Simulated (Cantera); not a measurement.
Equilibrium for carbothermic reduction: Ta2O5 + CH4 + CO

Input: 1 mol Ta2O5, 1.1 mol CH4, 1.5 mol CO, equilibrated at 2398 K and 0.210 bar.

These are equilibrium values from Cantera (NASA tables, ideal gas, pure condensed phases), not measurements of a reactor. Candidate condensed phases: C, C6H6, C7H8, C8H18, H2O, Ta, TaC, Ta2O5; 113 gas species. Mutual solubility and eutectic melting of coexisting phases are not modelled. Condensed phases not in the tables: Ta2C, N, O or C dissolved in the metal. Equilibrium is a limit: real reactors are often held back by kinetics, nucleation or transport.

- x(CO): 0.534
- x(H2): 0.438
- x(H): 0.0228
- x(H2O): 0.00273
- x(TaO2): 0.00100
- x(CO2): 0.000563
- x(TaO): 0.000235
- x(OH): 2.59e-5
- n(Ta(s)): 0.445 mol
- n(Ta2O5(l)): 0.775 mol
- gas amount: 4.861 mol
- log10 activity of TaC(s) (absent): -0.19
- log10 activity of C(graphite) (absent): -3.24
